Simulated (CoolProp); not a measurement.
The fluid at 298.15 K and 0.346 MPa flows at 0.41 m/s in a round tube of 10 mm bore and 0.25 µm roughness, fully developed (64/Re and Nu = 3.66 if laminar; Colebrook and Gnielinski if turbulent). The same conditions are run with several fluids, on thermodynamics alone (safety and materials aside).

Values from CoolProp's reference Helmholtz-energy equation of state of each fluid (R143a: Lemmon and Jacobsen 2000; R13: Platzer 1990; methane: Setzmann 1991; dry air: Lemmon 2000). The equations of Platzer and Polt are older, rougher fits. Blends and air are pseudo-pure fits.

```csv
fluid,Reynolds number,Darcy friction factor,pressure drop (Pa/m),heat-transfer coefficient (W/(m² K)),mass flow (kg/h)
R143a,4580,0.0384,4.02,22.7,[?]
R13,4290,0.0391,4.95,17.9,[?]
methane,[?],[?],1.47,12.6,0.261
dry air,[?],0.0713,2.43,9.64,[?]
```

Q: Fill in the missing entries.

A: 
- R143a, mass flow (kg/h): 1.45
- R13, mass flow (kg/h): 1.75
- methane, Reynolds number: 823
- methane, Darcy friction factor: 0.0778
- dry air, Reynolds number: 898
- dry air, mass flow (kg/h): 0.469

Transport values come from each fluid's own correlations; those of R143a, R13 are estimates that may be off by 10 % or more.
